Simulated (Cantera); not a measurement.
Reactions in the system Cl-Li-O

Cantera with NASA thermochemical tables; ideal gases at 1 bar, condensed phases pure. Values are per mole of reaction as written; species without (g) are pure solids or liquids, kept so even where they would boil at 1 bar.

Li2O + 2 Cl(g) = O(g) + 2 LiCl(g)

```
T (K)  ΔH° (kJ)  ΔS° (J/K)  ΔG° (kJ)  log10 K
-----  --------  ---------  --------  -------
975       196.7      191.2      10.3    -0.55
1075      192.8      187.8      -9.1     0.44
1175      189.0      184.5     -27.7     1.23
1275      185.1      181.2     -46.0     1.88
1375      181.0      178.1     -64.0     2.43
```
